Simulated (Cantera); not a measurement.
A closed system holds: 1 mol CH3Cl, 0.01 mol Si, 0.2 mol H2, held at 2700 °C and 1400 Pa.

Method: chemical equilibrium by Gibbs-energy minimisation in Cantera with the NASA 1993 tables (ideal gas, pure condensed phases). Candidate condensed phases: C, C6H6, C7H8, C8H18, Si, SiC; 109 gas species. The tables' values for SiCl, CCl are old estimates; treat these amounts as uncertain. Kinetics and transport are ignored.

Task: What is the equilibrium state?

Result: 
```json
{
 "x(H)": "0.506",
 "x(Cl)": "0.190",
 "x(H2)": "0.170",
 "x(HCl)": "0.0937",
 "x(C3)": "0.0167",
 "x(C2H2 (acetylene))": "0.00979",
 "x(C2H)": "0.00481",
 "x(C)": "0.00279",
 "x(C2)": "0.00168",
 "n(C(graphite))": "0.680 mol",
 "gas_amount": "3.520 mol",
 "log10 activity of Si(l) (absent)": "-3.63"
}
```
